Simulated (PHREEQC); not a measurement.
Consider water at 50 °C with 0.25 mol/kgw KH2PO4, 0.0096 mol/kgw Na2B4O7 and 0.17 mol/kgw NaCl. Closed to the air; pH follows from the charge balance.

Equilibrium calculation in PHREEQC: ion-association model, phreeqc.dat.

This is a speciation only: nothing precipitates in the calculation.

Problem. Order these P species by the share of P that they hold, largest first: KHPO4-, HPO4-2, NaHPO4-, H2PO4-.

Solution. H2PO4- (92 %), HPO4-2 (6.6 %), KHPO4- (0.62 %), NaHPO4- (0.52 %)

The pH is 5.49 and the ionic strength 0.453 mol/kgw. At this temperature some constants are extrapolated from 25 °C, and those without enthalpy data are left unchanged.
